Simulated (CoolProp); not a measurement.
Saturated liquid density (kg/m³) of R152A: the reference equation beside estimates from Tc = 386.4 K, pc = 4.517 MPa, ω = 0.275. Rackett uses Z = 0.29056 − 0.08775 ω.

Computed with CoolProp (reference Helmholtz-energy equation of state, Outcalt 1996). It is a modified Benedict-Webb-Rubin equation, recast in Helmholtz form.

| T (K) | reference | Rackett | van der Waals | Redlich-Kwong | Soave-Redlich-Kwong | Peng-Robinson |
|---|---|---|---|---|---|---|
| 179.8 | 1146 | 1053 | 620.3 | 922.7 | 941.1 | 1057 |
| 201.7 | 1105 | 1017 | 601.2 | 891.4 | 914.1 | 1029 |
| 223.6 | 1063 | 979.5 | 580.6 | 856.6 | 883.5 | 996.2 |
| 245.5 | 1019 | 939.5 | 558.2 | 818.0 | 848.6 | 958.8 |
| 267.5 | 971.7 | 896.4 | 533.6 | 774.7 | 808.3 | 915.0 |
| 289.4 | 921.1 | 849.8 | 506.3 | 726.0 | 761.7 | 863.6 |
| 311.3 | 864.8 | 798.0 | 475.3 | 670.4 | 706.5 | 801.9 |
| 333.2 | 799.2 | 738.4 | 439.0 | 605.0 | 639.4 | 725.5 |
| 355.2 | 716.3 | 664.0 | 393.6 | 523.9 | 552.8 | 625.2 |

Absolute difference from the reference over all 9 rows, mean and median: Rackett 7.8 and 7.7 %, van der Waals 45.3 and 45.1 %, Redlich-Kwong 21.5 and 20.3 %, Soave-Redlich-Kwong 18.2 and 17.3 %, Peng-Robinson 7.6 and 6.9 %.
